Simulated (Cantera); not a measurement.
**Reactions in the system Ba-F-O**

Cantera with NASA thermochemical tables; ideal gases at 1 bar, condensed phases pure. Values are per mole of reaction as written; species without (g) are pure solids or liquids, kept so even where they would boil at 1 bar.

2 BaO + 4 F(g) ⇌ 2 BaF₂ + O₂(g)

| T (K) | ΔH° (kJ) | ΔS° (J/K) | ΔG° (kJ) | log10 K |
|---|---|---|---|---|
| 300 | -1638.4 | -381.5 | -1524.0 | 265.34 |
| 673 | -1639.8 | -385.4 | -1380.5 | 107.14 |
| 698 | -1639.8 | -385.3 | -1370.8 | 102.58 |
| 723 | -1639.6 | -385.1 | -1361.2 | 98.34 |
| 748 | -1639.5 | -384.9 | -1351.6 | 94.38 |
| 773 | -1639.3 | -384.6 | -1342.0 | 90.68 |
| 798 | -1639.1 | -384.3 | -1332.3 | 87.21 |
| 823 | -1638.8 | -384.0 | -1322.8 | 83.95 |
| 848 | -1638.5 | -383.7 | -1313.2 | 80.89 |
